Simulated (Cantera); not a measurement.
Feed: 1 mol Si, 0.89 mol Cl2, 19 mol H2, held at 1348 K and 0.120 bar.

Method: chemical equilibrium by Gibbs-energy minimisation in Cantera with the NASA 1993 tables (ideal gas, pure condensed phases). Candidate condensed phases: Si; 19 gas species. The tables' values for SiCl3 are old estimates; treat these amounts as uncertain. Equilibrium is a limit: real reactors are often held back by kinetics, nucleation or transport.

Base state: H2 0.929, HCl 0.0573, SiCl2 0.00990, SiCl3 0.00151, SiCl4 0.00116, SiHCl3 0.00107, SiH2Cl2 0.000144 (mole fractions); condensed: Si(s).

**Question.** What changes in the equilibrium state with this change: temperature from 1348 K to 1323.15 K?

**Answer.** 
```tsv
species	before	after
H2	0.929	0.930
HCl	0.0573	0.0556
SiCl2	0.00990	0.00909
SiCl4	0.00116	0.00164
SiHCl3	0.00107	0.00140
Si(s), mol	0.726	0.723
```
